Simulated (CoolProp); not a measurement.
n-hexane along the isotherm 169.95 °C: density (kg/m³) from the reference equation and from simpler models built on Tc = 234.7 °C, pc = 3.044 MPa, ω = 0.300; each cubic takes its own stable root.

The numbers come from the reference Helmholtz-energy equation of state, Thol 2019 in CoolProp.

| p (MPa) | phase | reference |
|---|---|---|
| 0.0963 | gas | 2.294 |
| 0.182 | gas | 4.409 |
| 0.346 | gas | 8.677 |
| 0.656 | gas | 17.75 |
| 1.24 | liquid | 492.3 |
| 2.36 | liquid | 499.2 |
| 4.47 | liquid | 510.1 |
| 8.47 | liquid | 526.0 |
| 16.1 | liquid | 547.9 |
| 30.4 | liquid | 576.0 |

Task: How far does each simpler model (van der Waals, Redlich-Kwong, Soave-Redlich-Kwong, Peng-Robinson) lie from the reference over these 10 states: mean and median of the absolute difference, and the worst?

Result: 
- van der Waals: mean 27.6 %, median 32.0 %, worst -92.6 % at 169.95 °C and 1.24 MPa
- Redlich-Kwong: mean 15.8 %, median 8.4 %, worst -92.1 % at 169.95 °C and 1.24 MPa
- Soave-Redlich-Kwong: mean 6.4 %, median 7.0 %, worst -14.3 % at 169.95 °C and 1.24 MPa
- Peng-Robinson: mean 1.5 %, median 0.9 %, worst +4.7 % at 169.95 °C and 30.4 MPa

At some of these states van der Waals, Redlich-Kwong gives the other phase, because its saturation line lies elsewhere.
